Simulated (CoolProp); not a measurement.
Values from CoolProp's reference Helmholtz-energy equation of state, Lemmon 2006. It is a short technical equation, of lower accuracy than the large ones.

**Question.** For R142b, give the phase and the density (kg/m³), cp (kJ/(kg K)), speed of sound (m/s), Joule-Thomson coefficient (K/MPa) at 328.6 K and 747 kPa; 379.1 K and 949 kPa.

**Answer.** 
- 328.6 K and 747 kPa: gas; density 32.6, cp 1.06, speed of sound 151, Joule-Thomson coefficient 23.7
- 379.1 K and 949 kPa: gas; density 34.2, cp 1.06, speed of sound 168, Joule-Thomson coefficient 13.8
